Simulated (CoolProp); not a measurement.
Aqueous lithium chloride as a coolant, 13 % by mass, freezing at -18.4 °C, 1 atm.

Computed with CoolProp (Melinder's fits for secondary coolants).

| T (°C) | viscosity (mPa s) | conductivity (W/(m K)) | density (kg/m³) | Prandtl number |
|---|---|---|---|---|
| -15.9 | 4.87 | 0.514 | 1079 | 32.4 |
| -9.3 | 3.72 | 0.524 | 1079 | 24.4 |
| -2.6 | 2.93 | 0.534 | 1078 | 19.0 |
| 4 | 2.38 | 0.543 | 1077 | 15.3 |
| 10.7 | 1.98 | 0.553 | 1075 | 12.5 |
| 17.3 | 1.68 | 0.563 | 1074 | 10.5 |
| 24 | 1.45 | 0.573 | 1072 | 8.96 |
| 30.6 | 1.26 | 0.582 | 1070 | 7.71 |
